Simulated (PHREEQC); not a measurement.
A solution holds 0.058 mol/kgw KCl, 0.064 mol/kgw KH2PO4 and 9.1e-05 mol/kgw KOH, at 25 °C. Closed to the air; pH follows from the charge balance.

All values are PHREEQC results (ion-association model, phreeqc.dat), not measurements.

No solid was allowed to form.

Task: What pH does the model give?

Result: pH 4.54.

Complexes and solids missing from the database can't appear.
